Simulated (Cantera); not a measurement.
Feed: 1 mol Na₂CO₃, 1.8 mol SO₃, 1.6 mol CO₂, at 7500 Torr.

Method: chemical equilibrium by Gibbs-energy minimisation in Cantera with the NASA 1993 tables (ideal gas, pure condensed phases). Candidate condensed phases: C, Na, NaO₂, Na₂CO₃, Na₂O, Na₂O₂, Na₂S, Na₂SO₄, S; 27 gas species. Condensed phases not in the tables: pyrosulfates. Kinetics and transport are ignored.

log p: log10 of the partial pressure in bar; n: condensed amount in mol.

```csv
T (K),log p CO₂,log p SO₂,log p SO₃,log p O₂,log p CO,log p Na₂SO₄,log p O,n Na₂SO₄(s),n Na₂SO₄(l)
923,0.87,-0.21,0.22,-0.51,-10.32,-10.94,<-11,1.00,0
1023,0.86,0.04,0.05,-0.26,-8.89,-9.18,?,1.00,0
1123,0.85,0.18,-0.18,-0.12,-7.69,-7.76,?,1.00,0
1223,0.84,0.25,-0.44,-0.05,-6.66,-6.64,?,0,1.00
1323,0.84,0.29,-0.70,-0.02,-5.77,-5.74,?,0,1.000
1423,0.84,0.30,-0.94,0.00,-5.00,-4.98,?,0,1.000
1523,0.84,0.31,-1.16,0.01,-4.33,-4.33,?,0,1.000
1623,0.84,0.32,-1.36,0.01,-3.74,-3.77,?,0,1.000
1723,0.84,0.32,-1.53,0.02,-3.22,-3.28,?,0,1.000
1823,0.84,0.32,-1.68,0.02,-2.76,-2.85,?,0,0.999
```

Task: Complete the blanks.

Result: 
- 1023, log p O: -9.64
- 1123, log p O: -8.42
- 1223, log p O: -7.42
- 1323, log p O: -6.58
- 1423, log p O: -5.87
- 1523, log p O: -5.25
- 1623, log p O: -4.71
- 1723, log p O: -4.24
- 1823, log p O: -3.81
